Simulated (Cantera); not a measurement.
An isothermal, constant-pressure homogeneous reactor starts with CH₄ : N₂ : H₂O = 1 : 6.4 : 0.015 (molar parts), at 1750 K and 0.133 bar.

Cantera simulation using GRI-Mech 3.0 (53 species, 325 reactions); the numbers are that mechanism's predictions, not measurements. GRI-Mech 3.0 stops at C3 and has no aromatics, soot or wall deposition, so with more carbon than oxygen in the feed, carbon stays in small species such as C2H2 where larger ones or solid carbon would form.

One state of this run: x CH₄ = 0.0686; x CH₃ = 0.00148; x H₂ = 0.0835; x CH₂ = 1.37e-6; x C₂H₂ = 0.0255. x: mole fraction; the columns are a selection and need not sum to one.

Which value of t (s) does it belong to?
A) 0.00245
B) 0.0700
C) 0.0131
D) 8.57e-5

C, 0.0131
